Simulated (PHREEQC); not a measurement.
Make-up at 20 °C and 100 atm: 0.016 mol/kgw H3BO3. Closed to the air; pH follows from the charge balance.

All values are PHREEQC results (ion-association model, phreeqc.dat), not measurements.

Precipitation was switched off in this run.

Question: What pH, ionic strength does the model give?

Answer: pH 5.50; ionic strength 3.14e-6 mol/kgw.

Species that the database lacks are ignored. Under pressure, the constants of complexes without a molar volume in the database are unreliable.
